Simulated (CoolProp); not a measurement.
Vapour-liquid equilibrium of methanol (1) + n-undecane (2) at 393 K; x and y are mole fractions of (1).

Model: multi-fluid Helmholtz-energy mixture model, de Reuck 1993 and Aleksandrov 2011; pair parameters Bell 2016, in CoolProp.

| x | bubble pressure (bar) | y at the bubble point | dew pressure at overall composition x (bar) | liquid density (mol/L) |
|---|---|---|---|---|
| 0.05 | 0.1951 | 0.519 | 0.1041 | 4.462 |
| 0.2 | 1.454 | 0.950 | 0.1222 | 5.213 |
| 0.35 | 3.800 | 0.984 | 0.1480 | 6.168 |
| 0.5 | 5.326 | 0.989 | 0.1882 | 7.457 |
| 0.65 | 5.623 | 0.990 | 0.2603 | 9.337 |
| 0.8 | 5.632 | 0.990 | 0.4308 | 12.40 |
| 0.95 | 6.082 | 0.995 | 1.452 | 18.22 |

No azeotrope shows between x = 0.05 and 0.95.

Pair parameters are fitted to limited data, so mixtures are less certain than the pure fluids. The gap from Raoult's law changes sign with composition, which may be real or a fault of the pair parameters; it wasn't checked against measurements. With so large a gap from Raoult's law the liquid may split in two, which this calculation doesn't test in full.
